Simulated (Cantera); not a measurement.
Input: 1 mol AlN, 400 mol H2, 2.4 mol N2, 2.1 mol O2, equilibrated at 1348.15 K and 0.170 bar.

Equilibrium computed with Cantera from the NASA thermochemical tables; the gas is ideal and each condensed phase is pure. Candidate condensed phases: Al, AlN, Al2O3, H2O; 35 gas species. Rates play no part.

Base state: H2 0.986, N2 0.00720, H2O 0.00670 (mole fractions); condensed: Al2O3(s).

What changes in the equilibrium state with this change: temperature from 1348.15 K to 2048 K?


| species | before | after |
|---|---|---|
| H2 | 0.986 | 0.981 |
| N2 | 0.00720 | 0.00718 |
| H2O | 0.00670 | 0.00668 |
| H | 5.58e-6 | 0.00538 |
| Al2O3(s), mol | 0.500 | 0.499 |

What changes in the equilibrium state with this change: O2 from 2.1 to 12 mol?


```json
[
 {"species": "H2", "before": "0.986", "after": "0.937"},
 {"species": "H2O", "before": "0.00670", "after": "0.0558"},
 {"species": "N2", "before": "0.00720", "after": "0.00720"},
 {"species": "Al2O3(s), mol", "before": "0.500", "after": "0.500"}
]
```
